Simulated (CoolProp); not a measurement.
C2F6 (R116) at several states: Z from the reference equation and from simpler models built on Tc = 293.0 K, pc = 3.048 MPa, ω = 0.257; each cubic takes its own stable root.

Computed with CoolProp (reference Helmholtz-energy equation of state, Lemmon 2006). It is a short technical equation, of lower accuracy than the large ones.

```json
[
 {"T (K)": "340.2", "p (MPa)": "17.7", "phase": "supercritical", "reference": "0.7948"},
 {"T (K)": "328", "p (MPa)": "0.0178", "phase": "gas", "reference": "0.9987"},
 {"T (K)": "322.7", "p (MPa)": "3.2", "phase": "supercritical", "reference": "0.6946"}
]
```

Question: How far does each simpler model (van der Waals, Redlich-Kwong, Soave-Redlich-Kwong, Peng-Robinson) lie from the reference over these 3 states: mean and median of the absolute difference, and the worst?

Answer: 
- van der Waals: mean 8.1 %, median 3.2 %, worst +21.2 % at 340.2 K and 17.7 MPa
- Redlich-Kwong: mean 1.2 %, median 0.5 %, worst -3.1 % at 322.7 K and 3.2 MPa
- Soave-Redlich-Kwong: mean 1.7 %, median 1.0 %, worst +4.2 % at 340.2 K and 17.7 MPa
- Peng-Robinson: mean 2.8 %, median 3.2 %, worst -5.1 % at 340.2 K and 17.7 MPa
